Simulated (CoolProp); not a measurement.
Vapour-liquid equilibrium of CH2F2 (R32) (1) + R123 (2) at 0.706 bar; x and y are mole fractions of (1).

Model: multi-fluid Helmholtz-energy mixture model, Tillner-Roth 1997 and Younglove 1994; pair parameters Bell 2016, in CoolProp.

```json
[
 {"x": "0.05", "bubble temperature, mixture model (K)": "267.4", "bubble temperature, Raoult's law (K)": "272.8", "y, mixture model": "0.655", "y, Raoult's law": "0.569"},
 {"x": "0.125", "bubble temperature, mixture model (K)": "247.8", "bubble temperature, Raoult's law (K)": "256.7", "y, mixture model": "0.884", "y, Raoult's law": "0.820"},
 {"x": "0.2", "bubble temperature, mixture model (K)": "237.6", "bubble temperature, Raoult's law (K)": "247.0", "y, mixture model": "0.942", "y, Raoult's law": "0.904"},
 {"x": "0.275", "bubble temperature, mixture model (K)": "231.5", "bubble temperature, Raoult's law (K)": "240.2", "y, mixture model": "0.964", "y, Raoult's law": "0.942"},
 {"x": "0.35", "bubble temperature, mixture model (K)": "227.6", "bubble temperature, Raoult's law (K)": "235.2", "y, mixture model": "0.974", "y, Raoult's law": "0.962"},
 {"x": "0.425", "bubble temperature, mixture model (K)": "224.8", "bubble temperature, Raoult's law (K)": "231.2", "y, mixture model": "0.980", "y, Raoult's law": "0.975"},
 {"x": "0.5", "bubble temperature, mixture model (K)": "222.9", "bubble temperature, Raoult's law (K)": "227.9", "y, mixture model": "0.984", "y, Raoult's law": "0.982"},
 {"x": "0.575", "bubble temperature, mixture model (K)": "221.4", "bubble temperature, Raoult's law (K)": "225.1", "y, mixture model": "0.987", "y, Raoult's law": "0.988"},
 {"x": "0.65", "bubble temperature, mixture model (K)": "220.1", "bubble temperature, Raoult's law (K)": "222.7", "y, mixture model": "0.989", "y, Raoult's law": "0.992"},
 {"x": "0.725", "bubble temperature, mixture model (K)": "219.0", "bubble temperature, Raoult's law (K)": "220.6", "y, mixture model": "0.991", "y, Raoult's law": "0.994"},
 {"x": "0.8", "bubble temperature, mixture model (K)": "217.9", "bubble temperature, Raoult's law (K)": "218.8", "y, mixture model": "0.993", "y, Raoult's law": "0.996"},
 {"x": "0.875", "bubble temperature, mixture model (K)": "216.8", "bubble temperature, Raoult's law (K)": "217.1", "y, mixture model": "0.996", "y, Raoult's law": "0.998"},
 {"x": "0.95", "bubble temperature, mixture model (K)": "215.5", "bubble temperature, Raoult's law (K)": "215.6", "y, mixture model": "0.998", "y, Raoult's law": "0.999"}
]
```

The largest gap from Raoult's law is -9.4 K in bubble temperature, at x = 0.2. No azeotrope shows between x = 0.05 and 0.95.

The pair parameters rest on a limited set of measurements; away from them the model extrapolates.
